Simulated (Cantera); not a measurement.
A closed system holds: 1 mol Pb, 1.1 mol H₂, 17 mol N₂, at 800 K and 75.0 Pa.

Cantera equilibrium calculation (NASA polynomials, part measured and part estimated; ideal gas, pure solids and liquids). Candidate condensed phases: Pb; 11 gas species. Kinetics and transport are ignored.

Base state: N₂ 0.939, H₂ 0.0608, Pb 8.19e-5 (mole fractions); condensed: Pb(l).

Problem. What changes in the equilibrium state with this change: Pb replaced by Hg?

Solution. 
```json
[
 {"species": "N₂", "before": "0.939", "after": "0.890"},
 {"species": "H₂", "before": "0.0608", "after": "0.0576"},
 {"species": "Hg", "before": "0", "after": "0.0524"},
 {"species": "Pb", "before": "8.19e-5", "after": "0"},
 {"species": "Pb(l), mol", "before": "0.999", "after": "0"}
]
```
Further candidate phases: Hg.

Problem. What changes in the equilibrium state with this change: Pb replaced by Fe(CO)₅?

Solution. 
```
species            before     after
----------------  -------  --------
N₂                  0.939     0.738
CO                      0     0.210
H₂                 0.0608    0.0476
Pb                8.19e-5         0
CO₂                     0   0.00328
H₂O                     0  0.000176
Pb(l), mol          0.999         0
C(graphite), mol        0    0.0795
Fe(α), mol              0      1.00
```
Condensed phases not in the tables: cementite and carbon dissolved in iron. Further candidate phases: C, C₆H₆, C₇H₈, C₈H₁₈, Fe, Fe(CO)₅, FeO, Fe(OH)₂, Fe(OH)₃, Fe₂O₃, Fe₃O₄, H₂O.
